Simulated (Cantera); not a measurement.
A Cantera script and what it prints.

```python
import numpy as np
import cantera as ct

gas_names = """
    CL CL2 H HCL H2 Si SiCL SiCL2 SiCL3 SiCL4 SiH SiHCL3 SiH2 SiH2CL2 SiH3 SiH3CL SiH4 Si2 Si3
""".split()
cond_names = """
    Si(cr) Si(L)
""".split()


# ... load() reads the species with a 1 bar reference pressure and builds the phases ...
atoms = {
    'Si2Cl6': {'Si': 2, 'CL': 6},
    'Cl2': {'CL': 2},
    'H2': {'H': 2},
}
top_T = {}  # K; cautious upper limits of use, not melting points


# ... equilibrate(T, P, feed) seeds the gas with the atoms and calls Mixture.equilibrate('TP', solver="vcs", rtol=1e-11, max_steps=5000) ...
results = []
feed = {'Si2Cl6': 1, 'Cl2': 0.0064, 'H2': 510}  # mol
T = 948.15  # K
for P in [100, 460, 2100, 9600, 44000, 200000]:
    mix = equilibrate(T, P, feed)
    results.append((T, P, feed, dict(zip(mix.species_names, mix.species_moles))))

top = {s: max(r[3][s] / sum(r[3][g] for g in gas_names) for r in results) for s in gas_names}
cols = sorted((s for s in top if top[s] > 0.0001), key=lambda s: -top[s])[:5]
seen = [c for c in cond_names if any(r[3].get(c, 0) > 1e-12 for r in results)]
print("log10 of partial pressures in bar; condensed amounts in mol")
print(f"{'P/Pa':>10s}" + "".join(f"{s[:9]:>10s}" for s in cols + seen))
for T, P, feed, n in results:
    ng = sum(n[g] for g in gas_names)
    print(f"{P:10.4g}" + "".join(f"{np.log10(max(n[s] / ng * P / 1e5, 1e-99)):10.3f}" for s in cols)
          + "".join(f"{n.get(c, 0):10.4g}" for c in seen))
```

Output:

```
log10 of partial pressures in bar; condensed amounts in mol
      P/Pa        H2       HCL    SiHCL3     SiCL4   SiH2CL2    Si(cr)
       100    -3.005    -5.009    -6.892    -6.550    -8.228     1.693
       460    -2.341    -4.432    -5.824    -5.569    -7.074      1.45
      2100    -1.681    -3.895    -4.874    -4.742    -6.001      1.16
      9600    -1.021    -3.384    -4.003    -4.020    -4.979    0.8744
   4.4e+04    -0.359    -2.892    -3.187    -3.374    -3.994    0.6123
     2e+05     0.299    -2.418    -2.423    -2.794    -3.047    0.3713
```

Method: chemical equilibrium by Gibbs-energy minimisation in Cantera with the NASA 1993 tables (ideal gas, pure condensed phases). The feed counts by its element totals alone. The tables' values for SiCl3 are old estimates; treat these amounts as uncertain.
